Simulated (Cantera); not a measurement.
Low-pressure radical oxidation in H2/O2

An isothermal, constant-pressure homogeneous reactor starts with 0.0540 % H2, 99.9 % O2, at 1075 K and 3.90 Torr.

Cantera simulation using the H2/O2 subset of GRI-Mech 3.0, which has no nitrogen chemistry; the numbers are that mechanism's predictions, not measurements. Radical loss at walls, strong at low pressure, is not modelled.

```json
[
 {"t (s)": "1.00e-6", "x H2": "0.000540", "x O2": "0.999", "x OH": "<1e-12", "x O": "<1e-12", "x H": "<1e-12", "x H2O": "<1e-12", "x HO2": "<1e-12"},
 {"t (s)": "5.41e-6", "x H2": "0.000540", "x O2": "0.999", "x OH": "<1e-12", "x O": "<1e-12", "x H": "<1e-12", "x H2O": "<1e-12", "x HO2": "<1e-12"},
 {"t (s)": "2.93e-5", "x H2": "0.000540", "x O2": "0.999", "x OH": "<1e-12", "x O": "<1e-12", "x H": "<1e-12", "x H2O": "<1e-12", "x HO2": "<1e-12"},
 {"t (s)": "0.000159", "x H2": "0.000540", "x O2": "0.999", "x OH": "<1e-12", "x O": "<1e-12", "x H": "1.52e-12", "x H2O": "<1e-12", "x HO2": "2.18e-12"},
 {"t (s)": "0.000860", "x H2": "0.000540", "x O2": "0.999", "x OH": "9.02e-12", "x O": "9.12e-12", "x H": "2.84e-12", "x H2O": "<1e-12", "x HO2": "1.18e-11"},
 {"t (s)": "0.00465", "x H2": "0.000540", "x O2": "0.999", "x OH": "6.31e-11", "x O": "6.74e-11", "x H": "3.56e-12", "x H2O": "7.15e-12", "x HO2": "6.41e-11"},
 {"t (s)": "0.0252", "x H2": "0.000540", "x O2": "0.999", "x OH": "4.62e-10", "x O": "6.02e-10", "x H": "8.79e-12", "x H2O": "2.66e-10", "x HO2": "3.48e-10"},
 {"t (s)": "0.136", "x H2": "0.000540", "x O2": "0.999", "x OH": "2.51e-8", "x O": "4.04e-8", "x H": "3.46e-10", "x H2O": "3.90e-8", "x HO2": "2.00e-9"},
 {"t (s)": "0.739", "x H2": "4.25e-6", "x O2": "0.999", "x OH": "4.01e-5", "x O": "0.000478", "x H": "2.71e-6", "x H2O": "0.000514", "x HO2": "5.45e-8"},
 {"t (s)": "4.00", "x H2": "1.09e-7", "x O2": "0.999", "x OH": "2.52e-5", "x O": "0.000360", "x H": "1.28e-6", "x H2O": "0.000526", "x HO2": "3.47e-8"}
]
```
x: mole fraction; the columns are a selection and need not sum to one.

Equilibrium at this temperature and pressure: H2 5.28e-12, O2 0.999, OH 1.82e-7, O 1.83e-8, H <1e-12, H2O 0.000540, HO2 1.81e-10 (gas phase only).
